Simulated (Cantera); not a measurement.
Feed: 1 mol SiCl4, 0.036 mol HCl, 760 mol H2, held at 1330 Pa.

Cantera equilibrium calculation (NASA polynomials, part measured and part estimated; ideal gas, pure solids and liquids). Candidate condensed phases: Si; 19 gas species. The tables' values for SiCl are old estimates; treat these amounts as uncertain. Gases not in the tables: Si2H6 and higher silanes. Equilibrium is a limit: real reactors are often held back by kinetics, nucleation or transport.

x: gas mole fraction; n: condensed amount in mol.

```json
[
 {"T (K)": "1473", "x H2": "0.995", "x H": "0.000109", "x HCl": "0.00513", "x Cl": "4.57e-7", "x Si": "4.11e-7", "n Si(s)": "0.935", "n Si(l)": "0"},
 {"T (K)": "1623", "x H2": "0.994", "x H": "0.000597", "x HCl": "0.00511", "x Cl": "2.41e-6", "x Si": "1.17e-5", "n Si(s)": "0.913", "n Si(l)": "0"},
 {"T (K)": "1773", "x H2": "0.992", "x H": "___", "x HCl": "0.00510", "x Cl": "___", "x Si": "___", "n Si(s)": "0", "n Si(l)": "___"},
 {"T (K)": "1923", "x H2": "0.985", "x H": "0.00810", "x HCl": "0.00510", "x Cl": "3.15e-5", "x Si": "0.00105", "n Si(s)": "0", "n Si(l)": "0"},
 {"T (K)": "2073", "x H2": "0.971", "x H": "___", "x HCl": "0.00511", "x Cl": "___", "x Si": "0.00117", "n Si(s)": "0", "n Si(l)": "0"},
 {"T (K)": "2223", "x H2": "0.940", "x H": "0.0538", "x HCl": "0.00493", "x Cl": "0.000205", "x Si": "0.00120", "n Si(s)": "0", "n Si(l)": "0"},
 {"T (K)": "2373", "x H2": "0.880", "x H": "0.113", "x HCl": "0.00456", "x Cl": "0.000421", "x Si": "0.00118", "n Si(s)": "0", "n Si(l)": "0"},
 {"T (K)": "2523", "x H2": "0.781", "x H": "0.213", "x HCl": "0.00396", "x Cl": "0.000761", "x Si": "0.00114", "n Si(s)": "0", "n Si(l)": "0"},
 {"T (K)": "2673", "x H2": "0.640", "x H": "0.355", "x HCl": "0.00313", "x Cl": "0.00121", "x Si": "0.00105", "n Si(s)": "0", "n Si(l)": "0"}
]
```

Task: Fill in the missing entries.

Result: 
- 2073, x H: 0.0224
- 2073, x Cl: 8.72e-5
- 1773, x H: 0.00245
- 1773, x Cl: 9.70e-6
- 1773, x Si: 0.000160
- 1773, n Si(l): 0.769
